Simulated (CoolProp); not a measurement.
Vapour-liquid equilibrium of R1234yf (1) + R227EA (2) at 97 kPa; x and y are mole fractions of (1).

Values from CoolProp's multi-fluid Helmholtz-energy mixture model, Lemmon 2022 and Lemmon 2016; pair parameters Bell 2016.

Give the bubble temperature and the first vapour's composition at x = 0.2, 0.35, 0.8. Is there an azeotrope?

x = 0.2: 252.5 K, y = 0.302; x = 0.35: 250.4 K, y = 0.481; x = 0.8: 244.8 K, y = 0.874. No azeotrope shows between x = 0.05 and 0.95.

The pair parameters rest on a limited set of measurements; away from them the model extrapolates.
